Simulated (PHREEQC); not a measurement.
Model water analysis in mmol/kgw, 20 °C, pH 5.77, pe 9: Na 0.0255; K 0.033; Ca 0.182; Mg 0.0408; Cl 0.0382; S(6) 0.00292; Alkalinity (meq/kgw) 0.451; B 0.0139; Zn 0.000413; Sr 0.00665.

Valence states are taken as typed.

All values are PHREEQC results (ion-association model, phreeqc.dat), not measurements.

This is a speciation only: nothing precipitates in the calculation.

Predict the charge-balance error.

charge-balance error 2.3 %.

In which forms is Zn present?

Zn+2 95 %, ZnHCO3+ 4.8 % of the Zn.
